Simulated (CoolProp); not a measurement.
Vapour-liquid equilibrium of trans-2-butene (1) + ethanol (2) at 8.82 bar; x and y are mole fractions of (1).

The numbers come from the multi-fluid Helmholtz-energy mixture model, Lemmon 2005 and Schroeder 2014; pair parameters Bell 2016 in CoolProp.

### Question
Give the bubble temperature and the first vapour's composition at x = 0.2, 0.35, 0.65. Is there an azeotrope?

### Answer
x = 0.2: 370.9 K, y = 0.778; x = 0.35: 358.0 K, y = 0.868; x = 0.65: 353.7 K, y = 0.895. No azeotrope shows between x = 0.05 and 0.95.

The pair parameters rest on a limited set of measurements; away from them the model extrapolates. With so large a gap from Raoult's law the liquid may split in two, which this calculation doesn't test in full.
